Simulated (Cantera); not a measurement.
**Thermodynamics of calcination and drying, feed Mg(OH)₂ + CO₂**

Input: 1 mol Mg(OH)₂, 0.68 mol CO₂, held at 0.133 bar.

These are equilibrium values from Cantera (NASA tables, ideal gas, pure condensed phases), not measurements of a reactor. Candidate condensed phases: C, C₆H₆, C₇H₈, C₈H₁₈, H₂O, Mg, MgCO₃, MgO, Mg(OH)₂; 116 gas species. Rates play no part.

```json
[
 {"T (°C)": "1050", "x H₂O": "0.595", "x CO₂": "0.405", "x CO": "4.36e-5", "x O₂": "3.75e-5", "x H₂": "3.45e-5", "x OH": "6.36e-6", "n MgO(s)": "1.00"},
 {"T (°C)": "1200", "x H₂O": "0.595", "x CO₂": "0.404", "x CO": "0.000257", "x O₂": "0.000194", "x H₂": "0.000153", "x OH": "4.34e-5", "n MgO(s)": "1.00"},
 {"T (°C)": "1350", "x H₂O": "0.594", "x CO₂": "0.403", "x CO": "0.00108", "x O₂": "0.000748", "x H₂": "0.000515", "x OH": "0.000207", "n MgO(s)": "1.000"},
 {"T (°C)": "1500", "x H₂O": "0.592", "x CO₂": "0.400", "x CO": "0.00355", "x O₂": "0.00229", "x H₂": "0.00141", "x OH": "0.000760", "n MgO(s)": "1.000"},
 {"T (°C)": "1650", "x H₂O": "0.586", "x CO₂": "0.392", "x CO": "0.00951", "x O₂": "0.00585", "x H₂": "0.00331", "x OH": "0.00226", "n MgO(s)": "1.000"},
 {"T (°C)": "1800", "x H₂O": "0.575", "x CO₂": "0.376", "x CO": "0.0217", "x O₂": "0.0128", "x H₂": "0.00684", "x OH": "0.00570", "n MgO(s)": "1.000"},
 {"T (°C)": "1950", "x H₂O": "0.555", "x CO₂": "0.348", "x CO": "0.0429", "x O₂": "0.0246", "x H₂": "0.0128", "x OH": "0.0125", "n MgO(s)": "1.000"}
]
```
x: gas mole fraction; n: condensed amount in mol.

From 1050 °C to 1950 °C the condensed part is MgO(s).
